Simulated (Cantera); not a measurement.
Predominance diagram of Ti at 975 K against the partial pressures of O2 and CO (log10, bar). Standard-state values (1 bar) from the NASA 1993 polynomials, evaluated with Cantera. Candidates: Ti(α), TiC(s), TiO(s), TiO2(rutile), Ti2O3(s), Ti3O5(s), Ti4O7(s). Only these pure phases compete in this equilibrium. TiC, TiO: taken at fixed stoichiometry. Not in the tables: Magnéli phases beyond Ti4O7, TiC-TiO solid solutions.

```
log p(CO) \ log p(O2)
        columns: -34, -32.1, -30.1, -28.2, -26.2, -24.3, -22.3, -20.4, -18.4, -16.5, -14.6, -12.6, -10.7, -8.7, -6.8, -4.8, -2.9, -0.9, 1
      0  A A A A A A A B A A A A A A A A A A A
   -2.2  A A A A A B B B B B A A A A A A A A A
   -4.4  A A A B B B B B B B B B B A A A A A A
   -6.6  C D E B B B B B B B B B B B B A A A A
   -8.8  D D E B B B B B B B B B B B B B B A A
    -11  D D E B B B B B B B B B B B B B B B B
  -13.2  D D E B B B B B B B B B B B B B B B B
  -15.4  D D E B B B B B B B B B B B B B B B B
  -17.6  D D E B B B B B B B B B B B B B B B B
  -19.8  D D E B B B B B B B B B B B B B B B B
    -22  D D E B B B B B B B B B B B B B B B B
```

A: out of reach (another gas would pass 10 bar, or a non-metal would condense); B: TiO2(rutile); C: TiC(s); D: Ti2O3(s); E: Ti4O7(s).
